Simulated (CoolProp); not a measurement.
A single-stage vapour-compression cycle with hydrogen sulfide: evaporating at 196.15 K (dew point), condensing at 241.15 K (bubble point), superheat 10 K, subcooling 5 K, compressor efficiency 0.9, no pressure losses. Each further row changes one setting.

Model: reference Helmholtz-energy equation of state, Lemmon 2006, in CoolProp. It is a short technical equation, of lower accuracy than the large ones.

| case | cooling COP | pressure ratio | discharge temperature (K) | refrigerating effect (kJ/kg) | volumetric capacity (kJ/m³) |
|---|---|---|---|---|---|
| as stated | 3.11 | 8.82 | 367.7 | 495 | 398 |
| evaporating temperature 201.15 K | 3.70 | 6.56 | 348.9 | 500 | [?] |
| condensing temperature 236.15 K | [?] | 7.25 | 349.7 | 506 | 406 |
| subcooling 10 K | 3.18 | 8.82 | 367.7 | 505 | 406 |
| superheat 20 K | 3.03 | 8.82 | 384.7 | 506 | 387 |
| compressor efficiency 0.8 | [?] | 8.82 | 386.6 | 495 | 398 |

**Question.** What belongs in the gaps?

**Answer.** 
- evaporating temperature 201.15 K, volumetric capacity (kJ/m³): 529
- condensing temperature 236.15 K, cooling COP: 3.58
- compressor efficiency 0.8, cooling COP: 2.77
